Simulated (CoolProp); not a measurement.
Vapour pressure (bar) of carbon monoxide: the reference equation beside estimates from Tc = -140.3 °C, pc = 34.98 bar, ω = 0.050. Clausius-Clapeyron is anchored at -160.65 °C with a constant enthalpy of vaporisation of 4.317 kJ/mol.

The numbers come from the reference Helmholtz-energy equation of state, Lemmon 2006 in CoolProp. It is a short technical equation, of lower accuracy than the large ones.

```
T (°C)   reference  Lee-Kesler  Clausius-Clapeyron  Soave-Redlich-Kwong  Peng-Robinson
-------  ---------  ----------  ------------------  -------------------  -------------
-172.55      5.689       5.694               7.178                5.721          5.699
-169.55      7.039       7.042               8.335                7.089          7.050
-166.55      8.605       8.603               9.598                8.680          8.621
-163.55      10.41       10.40               10.97                10.51          10.43
-160.65      12.39       12.37               12.39                12.53          12.43
-157.65      14.71       14.69               13.97                14.89          14.77
-154.65      17.34       17.30               15.65                17.54          17.41
-151.65      20.28       20.24               17.44                20.52          20.38
-148.75      23.46       23.42               19.27                23.71          23.58
-145.75      27.12       27.11               21.26                27.36          27.26
-142.75      31.22       31.23               23.35                31.39          31.33
```

Absolute difference from the reference over all 11 rows, mean and median: Lee-Kesler 0.1 and 0.1 %, Clausius-Clapeyron 14.1 and 14.0 %, Soave-Redlich-Kwong 0.9 and 1.0 %, Peng-Robinson 0.3 and 0.4 %.
